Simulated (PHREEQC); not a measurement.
**Buffer: speciation**

Solution (20 °C): 0.26 mol HF, 0.01 mol NH3 and 0.00028 mol LiCl per kg of water. Closed to the air; pH follows from the charge balance.

Model: ion-association model, wateq4f.dat, run in PHREEQC.

Precipitation was switched off in this run.

**Question.** What pH, ionic strength does the model give?

**Answer.** pH 2.08; ionic strength 0.0196 mol/kgw.

**Question.** In which forms is F present?

**Answer.** HF 50 %, H2F2 40 %, F- 5.0 %, HF2- 4.8 % of the F.

Complexes and solids missing from the database can't appear. wateq4f.dat counts part of the HF as a dimer, H2F2, which phreeqc.dat doesn't know; its constant is uncertain.
